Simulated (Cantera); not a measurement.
A closed system holds: 1 mol SiCl₄, 7 mol NH₃, 24 mol H₂, at 3300 Pa.

Method: chemical equilibrium by Gibbs-energy minimisation in Cantera with the NASA 1993 tables (ideal gas, pure condensed phases). Candidate condensed phases: NH₄Cl, Si, Si₃N₄; 28 gas species. Equilibrium is a limit: real reactors are often held back by kinetics, nucleation or transport.

Over these rows the condensed part is Si₃N₄(s). Partial pressures as log10 of bar:

```json
[
 {"T (K)": "1198", "1000/T (1/K)": "0.8347", "log p SiCl₂": "-6.31", "log p H₂": "-1.56", "log p HCl": "-2.48", "log p N₂": "-2.62"},
 {"T (K)": "1248", "1000/T (1/K)": "0.8013", "log p SiCl₂": "-5.85", "log p H₂": "-1.56", "log p HCl": "-2.48", "log p N₂": "-2.62"},
 {"T (K)": "1298", "1000/T (1/K)": "0.7704", "log p SiCl₂": "-5.43", "log p H₂": "-1.56", "log p HCl": "-2.48", "log p N₂": "-2.62"},
 {"T (K)": "1348", "1000/T (1/K)": "0.7418", "log p SiCl₂": "-5.04", "log p H₂": "-1.56", "log p HCl": "-2.48", "log p N₂": "-2.62"},
 {"T (K)": "1398", "1000/T (1/K)": "0.7153", "log p SiCl₂": "?", "log p H₂": "-1.56", "log p HCl": "-2.48", "log p N₂": "-2.62"},
 {"T (K)": "1448", "1000/T (1/K)": "0.6906", "log p SiCl₂": "-4.37", "log p H₂": "-1.56", "log p HCl": "-2.49", "log p N₂": "-2.62"}
]
```

**Question.** Fit log p(SiCl₂) = a + b·(1000/T) to the five rows, give the apparent enthalpy, and predict the row at 1398 K.

**Answer.** Means: 1000/T = 0.7678, log p = -5.400. Sxy = -0.164908, Sxx = 0.0122405, so b = -13.47 and a = -5.400 − (-13.47)×0.7678 = 4.94.
Apparent enthalpy: −19.145 × (-13.47) = 258 kJ/mol. With the condensed phases at unit activity, 1/3 Si₃N₄(s) + 2 HCl(g) = SiCl₂(g) + H₂(g) + 2/3 N₂(g) links this pressure to the main gases: over the six rows their terms move log p by -0.02 in all, so the slope is close to that reaction's ΔH°. The five rows lie within 0.01 of the line.
Prediction at 1398 K: 4.94 + (-13.47)×0.7153 = -4.70. The computed value is -4.69, 0.01 from the line.
